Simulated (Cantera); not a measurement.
A perfectly stirred reactor is fed with 5.64 % H2, 94.0 % O2, 0.376 % N2, equivalence ratio 0.030, at 1330 Pa; it is held at 1073 K, and followed from long to short residence time.

Detailed kinetics in Cantera: GRI-Mech 3.0 (53 species, 325 reactions). Radical loss at walls, strong at low pressure, is not modelled. The temperature is held fixed by assumption; the heat of reaction is taken as removed at once.

Question: Predict: x(H2) at τ = 4.40 s; x(O2) at τ = 4.40 s; x(O) at τ = 4.40 s; x(H) at τ = 4.40 s; x(HO2) at τ = 4.40 s; x(H2) at τ = 20.0 ms; x(O2) at τ = 20.0 ms; x(O) at τ = 20.0 ms; x(H) at τ = 20.0 ms; x(HO2) at τ = 20.0 ms.

Answer: x(H2) at τ = 4.40 s: 0.000129
x(O2) at τ = 4.40 s: 0.937
x(O) at τ = 4.40 s: 0.000766
x(H) at τ = 4.40 s: 4.60e-5
x(HO2) at τ = 4.40 s: 1.58e-6
x(H2) at τ = 20.0 ms: 0.00300
x(O2) at τ = 20.0 ms: 0.920
x(O) at τ = 20.0 ms: 0.0146
x(H) at τ = 20.0 ms: 0.00565
x(HO2) at τ = 20.0 ms: 5.72e-6
